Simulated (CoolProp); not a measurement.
Vapour-liquid equilibrium of n-hexane (1) + hexamethyldisiloxane (MM) (2) at 437.5 K; x and y are mole fractions of (1).

Model: multi-fluid Helmholtz-energy mixture model, Thol 2019 and Thol 2016; pair parameters Bell 2016, in CoolProp.

| x | bubble pressure (MPa) | y at the bubble point | dew pressure at overall composition x (MPa) | liquid density (mol/L) |
|---|---|---|---|---|
| 0.05 | 0.4932 | 0.080 | 0.4857 | 3.695 |
| 0.2 | 0.5527 | 0.289 | 0.5259 | 3.937 |
| 0.35 | 0.6156 | 0.469 | 0.5724 | 4.209 |
| 0.5 | 0.6852 | 0.627 | 0.6279 | 4.513 |
| 0.65 | 0.7642 | 0.765 | 0.6969 | 4.852 |
| 0.8 | 0.8538 | 0.881 | 0.7887 | 5.230 |
| 0.95 | 0.9530 | 0.974 | 0.9242 | 5.651 |

No azeotrope shows between x = 0.05 and 0.95.

Pair parameters are fitted to limited data, so mixtures are less certain than the pure fluids.
